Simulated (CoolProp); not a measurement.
Vapour-liquid equilibrium of n-pentane (1) + the fluoroketone C6F12O (FK-5-1-12) (2) at 0.246 MPa; x and y are mole fractions of (1).

Values from CoolProp's multi-fluid Helmholtz-energy mixture model, Thol 2019 and McLinden 2015; pair parameters Bell 2016.

Task: Give the bubble temperature and the first vapour's composition at x = 0.25, 0.35, 0.95. Is there an azeotrope?

Result: x = 0.25: 334.3 K, y = 0.497; x = 0.35: 331.6 K, y = 0.573; x = 0.95: 333.9 K, y = 0.859. y crosses x between x = 0.65 and 0.75: the model has an azeotrope there.

Pair parameters are fitted to limited data, so mixtures are less certain than the pure fluids.
